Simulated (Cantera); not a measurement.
**Reactions in the system B-Cl-H**

Cantera with NASA thermochemical tables; ideal gases at 1 bar, condensed phases pure. Values are per mole of reaction as written; species without (g) are pure solids or liquids, kept so even where they would boil at 1 bar.

2 B + 6 HCl(g) → 3 H2(g) + 2 BCl3(g)

| T (K) | ΔH° (kJ) | ΔS° (J/K) | ΔG° (kJ) | log10 K | condensed phases |
|---|---|---|---|---|---|
| 1848 | -238.3 | -138.2 | 17.0 | -0.48 | B(s) |
| 1948 | -238.8 | -138.4 | 30.9 | -0.83 | B(s) |
| 2048 | -239.3 | -138.7 | 44.7 | -1.14 | B(s) |
| 2148 | -239.9 | -139.0 | 58.6 | -1.43 | B(s) |
| 2248 | -240.6 | -139.3 | 72.5 | -1.69 | B(s) |
| 2348 | -241.4 | -139.6 | 86.5 | -1.92 | B(s) |
| 2448 | -342.8 | -182.8 | 104.6 | -2.23 | B(l) |
| 2548 | -343.9 | -183.2 | 122.9 | -2.52 | B(l) |
| 2648 | -345.0 | -183.6 | 141.3 | -2.79 | B(l) |
| 2748 | -346.0 | -184.0 | 159.7 | -3.03 | B(l) |
